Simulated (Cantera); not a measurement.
Cantera run:

```python
import numpy as np
import cantera as ct

gas_names = """
    N TaO2 OH NH3
""".split()
cond_names = """
    Ta2O5(s) Ta2O5(L)
""".split()


def load(file, names, dense=False):
    # The tables refer to 1 bar. Condensed volumes are neglected.
    table = {s.name: s for s in ct.Species.list_from_file(file)}
    out = []
    for n in names:
        d = dict(table[n].input_data)
        d["thermo"] = dict(d["thermo"], **{"reference-pressure": 1e5})
        if dense:
            d["equation-of-state"] = {"model": "constant-volume", "density": "1e6 g/cm^3"}
        out.append(ct.Species.from_dict(d))
    return out


species = {s.name: s for s in load("nasa_gas.yaml", gas_names) + load("nasa_condensed.yaml", cond_names)}
# Each term lists the table entries of one substance; the one whose range holds T is used.
reactions = {
    'N(g) + 6 TaO2(g) + 3 OH(g) = NH3(g) + 3 Ta2O5':
        [(-1, ['N']), (-6, ['TaO2']), (-3, ['OH']), (1, ['NH3']), (3, ['Ta2O5(s)', 'Ta2O5(L)'])],
}


def pick(names, T):
    return next(species[n] for n in names if species[n].thermo.min_temp <= T <= species[n].thermo.max_temp)


results = []
for label, terms in reactions.items():
    print(label)
    print("     T/K   dH/kJ  dS/(J/K)   dG/kJ   log10 K")
    for T in [300, 2500, 2550, 2600, 2650, 2700, 2750, 2800, 2850]:
        used = [(nu, pick(names, T)) for nu, names in terms]
        dH = sum(nu * s.thermo.h(T) for nu, s in used) / 1e6
        dS = sum(nu * s.thermo.s(T) for nu, s in used) / 1e3
        dG = dH - T * dS / 1e3
        logK = -dG * 1e6 / (ct.gas_constant * T * np.log(10))
        results.append((label, T, dH, dS, dG, logK, [s.name for _, s in used]))
        print(f"{T:8g} {dH:8.1f} {dS:8.1f} {dG:8.1f} {logK:8.2f}")
```

Output:

```
N(g) + 6 TaO2(g) + 3 OH(g) = NH3(g) + 3 Ta2O5
     T/K   dH/kJ  dS/(J/K)   dG/kJ   log10 K
     300  -5569.5  -1763.4  -5040.5   877.61
    2500  -4791.3  -1264.6  -1629.7    34.05
    2550  -4775.0  -1258.2  -1566.6    32.09
    2600  -4758.8  -1251.9  -1503.9    30.21
    2650  -4742.6  -1245.7  -1441.4    28.41
    2700  -4726.4  -1239.7  -1379.3    26.68
    2750  -4710.3  -1233.7  -1317.5    25.02
    2800  -4694.1  -1227.9  -1255.9    23.43
    2850  -4678.0  -1222.2  -1194.7    21.90
```

Standard-state values (1 bar) from the NASA 1993 polynomials, evaluated with Cantera. Condensed species are held in their standard states even where they would react or evaporate.
